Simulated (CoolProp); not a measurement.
Vapour-liquid equilibrium of acetone (1) + ethanol (2) at 0.16 MPa; x and y are mole fractions of (1).

The numbers come from the multi-fluid Helmholtz-energy mixture model, Lemmon 2006 and Schroeder 2014; pair parameters Bell 2016 in CoolProp.

| x | bubble temperature (K) | y at the bubble point | dew temperature at overall composition x (K) | liquid density (mol/L) |
|---|---|---|---|---|
| 0.05 | (withheld) | 0.134 | 362.6 | 15.55 |
| 0.15 | 356.7 | 0.328 | 360.6 | 15.20 |
| 0.25 | (withheld) | 0.459 | 358.4 | 14.85 |
| 0.35 | 351.1 | 0.556 | 356.2 | 14.50 |
| 0.45 | 349.2 | 0.633 | 353.8 | (withheld) |
| 0.55 | 347.7 | 0.700 | (withheld) | 13.84 |
| 0.65 | 346.4 | 0.761 | 348.8 | 13.54 |
| 0.75 | 345.3 | (withheld) | (withheld) | 13.25 |
| 0.85 | 344.4 | (withheld) | 344.9 | 12.98 |
| 0.95 | 343.6 | (withheld) | 343.7 | 12.72 |

Complete the blanks.


- 0.05, bubble temperature (K): 360.9
- 0.25, bubble temperature (K): 353.5
- 0.45, liquid density (mol/L): 14.16
- 0.55, dew temperature at overall composition x (K): 351.3
- 0.75, y at the bubble point: 0.823
- 0.75, dew temperature at overall composition x (K): 346.7
- 0.85, y at the bubble point: 0.888
- 0.95, y at the bubble point: 0.960

No azeotrope shows between x = 0.05 and 0.95.

Pair parameters are fitted to limited data, so mixtures are less certain than the pure fluids.
